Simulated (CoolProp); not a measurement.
Hydrogen chloride at several states: density (kg/m³) from the reference equation and from simpler models built on Tc = 324.7 K, pc = 83.14 bar, ω = 0.130; each cubic takes its own stable root.

The numbers come from the reference Helmholtz-energy equation of state, Thol 2018 in CoolProp.

```json
[
 {"T (K)": "404.1", "p (bar)": "12.2", "phase": "gas", "reference": "13.62"},
 {"T (K)": "362.7", "p (bar)": "102", "phase": "supercritical", "reference": "197.8"},
 {"T (K)": "527.4", "p (bar)": "2.35", "phase": "gas", "reference": "1.958"},
 {"T (K)": "293.7", "p (bar)": "0.357", "phase": "gas", "reference": "0.5342"}
]
```

Task: How far does each simpler model (Redlich-Kwong, Soave-Redlich-Kwong) lie from the reference over these 4 states: mean and median of the absolute difference, and the worst?

Result: 
- Redlich-Kwong: mean 0.3 %, median 0.1 %, worst -0.9 % at 362.7 K and 102 bar
- Soave-Redlich-Kwong: mean 1.1 %, median 0.2 %, worst -4.1 % at 362.7 K and 102 bar
